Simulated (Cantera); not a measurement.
An isothermal, constant-pressure homogeneous reactor starts with 73.5 % NO, 26.5 % N₂, at 1775 K and 0.690 bar.

Cantera simulation using GRI-Mech 3.0 (53 species, 325 reactions); the numbers are that mechanism's predictions, not measurements.

x: mole fraction; the columns are a selection and need not sum to one.

```csv
t (s),x NO,x N₂,x NO₂,x O₂,x N₂O,x O
0.000200,0.735,0.265,1.21e-5,1.08e-7,1.33e-5,1.96e-6
0.000740,0.735,0.265,5.09e-5,1.38e-6,4.55e-5,3.39e-6
0.00274,0.735,0.265,___,___,___,___
0.0101,0.734,0.265,0.000302,0.000450,0.000210,1.15e-5
0.0374,0.730,0.267,0.000339,0.00235,0.000217,1.28e-5
0.138,0.716,0.274,0.000431,0.00928,0.000207,1.61e-5
0.512,0.668,0.298,0.000627,0.0332,0.000178,2.41e-5
1.89,___,___,___,___,___,___
7.00,0.282,0.491,0.000642,0.226,3.03e-5,5.58e-5
```

Complete the blanks.


- 0.00274, x NO₂: 0.000181
- 0.00274, x O₂: 3.28e-5
- 0.00274, x N₂O: 0.000127
- 0.00274, x O: 7.74e-6
- 1.89, x NO: 0.529
- 1.89, x N₂: 0.367
- 1.89, x NO₂: 0.000822
- 1.89, x O₂: 0.102
- 1.89, x N₂O: 0.000110
- 1.89, x O: 3.86e-5
